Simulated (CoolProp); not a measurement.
Vapour-liquid equilibrium of R13 (1) + propylene (2) at -98.95 °C; x and y are mole fractions of (1).

Computed with CoolProp (multi-fluid Helmholtz-energy mixture model, Platzer 1990 and Lemmon 2013; pair parameters Bell 2016). This equation is an older, rougher fit; its heat capacities, sound speeds and derivatives of the liquid may be far off and weren't checked against measurements.

```tsv
x	bubble pressure (kPa)	y at the bubble point	dew pressure at overall composition x (kPa)	liquid density (mol/L)
0.05	8.681	0.518	4.597	15.89
0.2	17.70	0.792	5.415	15.75
0.35	22.98	0.858	6.584	15.62
0.5	26.38	0.891	8.391	15.49
0.65	29.02	0.916	11.54	15.37
0.8	31.60	0.943	18.21	15.27
0.95	34.53	0.982	32.18	15.20
```

No azeotrope shows between x = 0.05 and 0.95.

The pair parameters rest on a limited set of measurements; away from them the model extrapolates. With so large a gap from Raoult's law the liquid may split in two, which this calculation doesn't test in full.
